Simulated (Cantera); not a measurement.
## Hydrocarbon pyrolysis for carbon deposition

An isothermal, constant-pressure homogeneous reactor starts with 1.45 % CH4, 98.6 % N2, at 1850 K and 173 Torr.

Computed with Cantera and GRI-Mech 3.0 (53 species, 325 reactions). GRI-Mech 3.0 stops at C3 and has no aromatics, soot or wall deposition, so with more carbon than oxygen in the feed, carbon stays in small species such as C2H2 where larger ones or solid carbon would form.

```tsv
t (s)	x CH4	x C2H4	x HCN	x H	x CH2	x C2H6	x CH3
0.000400	0.0142	6.53e-6	4.69e-10	2.53e-6	1.64e-7	6.49e-7	0.000203
0.00114	0.0136	0.000130	1.37e-8	8.06e-6	8.90e-7	5.29e-6	0.000538
0.00325	0.00971	0.000856	6.58e-7	4.17e-5	2.62e-6	1.30e-5	0.000835
0.00928	0.00382	0.000176	5.72e-6	8.67e-5	1.82e-6	2.69e-6	0.000389
0.0265	0.00109	1.62e-5	1.65e-5	0.000122	8.55e-7	2.97e-7	0.000132
0.0755	0.000267	1.69e-6	3.17e-5	0.000148	2.99e-7	2.31e-8	3.76e-5
0.215	6.85e-5	6.52e-7	4.77e-5	0.000159	8.88e-8	1.70e-9	1.03e-5
0.615	1.73e-5	5.80e-7	6.18e-5	0.000163	2.36e-8	1.13e-10	2.65e-6
1.75	3.31e-6	5.75e-7	7.12e-5	0.000165	4.63e-9	4.78e-12	5.14e-7
5.00	8.48e-7	5.75e-7	7.51e-5	0.000165	1.20e-9	<1e-12	1.32e-7
```
x: mole fraction; the columns are a selection and need not sum to one.

Equilibrium at this temperature and pressure: CH4 6.15e-7, C2H4 3.72e-8, HCN 0.0133, H 0.000165, CH2 8.68e-10, C2H6 <1e-12, CH3 9.56e-8 (gas phase only).
